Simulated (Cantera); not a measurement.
An adiabatic, constant-volume homogeneous reactor starts with CH₄ : H₂ : O₂ : N₂ = 1 : 0.47 : 0.867 : 3.26 (molar parts), at 1198 K and 6.00 bar.

Detailed kinetics in Cantera: GRI-Mech 3.0 (53 species, 325 reactions).

One state of this run: T (K) = 2354; P (bar) = 13.9; x CH₄ = 0.00264; x H₂ = 0.244; x O₂ = 1.14e-7; x H = 0.00170; x HO₂ = 4.28e-10; x C₂H = 2.31e-6. x: mole fraction; the columns are a selection and need not sum to one.

**Question.** Which value of t (s) does it belong to?
(A) 0.00100
(B) 4.64e-5
(C) 0.0464
(D) 2.15e-5

**Answer.** A, 0.00100
